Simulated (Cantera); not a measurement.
An adiabatic, constant-pressure homogeneous reactor starts with 7.18 % CH₄, 14.5 % O₂, 78.3 % N₂, at 1750 K and 760 Torr.

Cantera simulation using GRI-Mech 3.0 (53 species, 325 reactions); the numbers are that mechanism's predictions, not measurements.

One state of this run: T (K) = 2706; x CH₄ = <1e-12; x O₂ = 0.0154; x NO₂ = 1.69e-6; x CH₂O = 1.75e-10; x CH₂ = <1e-12. x: mole fraction; the columns are a selection and need not sum to one.

### Question
Which value of t (s) does it belong to?
A. 0.100
B. 0.000464
C. 2.15e-5
D. 1.00e-5

### Answer
A, 0.100
